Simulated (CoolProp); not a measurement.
Computed with CoolProp (reference Helmholtz-energy equation of state, Zhou 2016).

**Question.** Give the vapour pressure (bar), enthalpy of vaporisation (kJ/kg), liquid cp (kJ/(kg K)), surface tension (mN/m) of saturated R245ca at 78.35, 83.75 °C.

**Answer.** 
```csv
T (°C),p (bar),enthalpy of vaporisation (kJ/kg),liquid cp (kJ/(kg K)),surface tension (mN/m)
78.35,5.47,171,1.49,9.50
83.75,6.29,167,1.50,8.84
```

Surface tension comes from a separate correlation (Mulero 2012).
